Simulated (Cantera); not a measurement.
An isothermal plug-flow reactor at 500 K and 0.987 atm (inlet), inlet velocity 2.9 m/s, active area per volume 5100 1/m; feed H₂ : O₂ : N₂ = 0.013 : 0.09 : 0.79 (molar parts).

Detailed kinetics in Cantera: Deutschmann's 1995 Pt surface mechanism with GRI-Mech 3.0 gas chemistry. Catalytic surfaces can have several steady states; this one follows from the mechanism file's or the stated starting coverage. Mass transfer to the wall is taken as infinitely fast.

One state of this run: x H₂ = 0.000148; x O₂ = 0.0943; x H₂O = 0.0145; θ free Pt = 0.00231; θ O* = 0.990; θ OH* = 0.00738. x: gas mole fraction; θ: surface coverage.

### Question
Which value of z (m) does it belong to?
A) 0.00017
B) 0.00034
C) 0.0013
D) 0.009

### Answer
D, 0.009
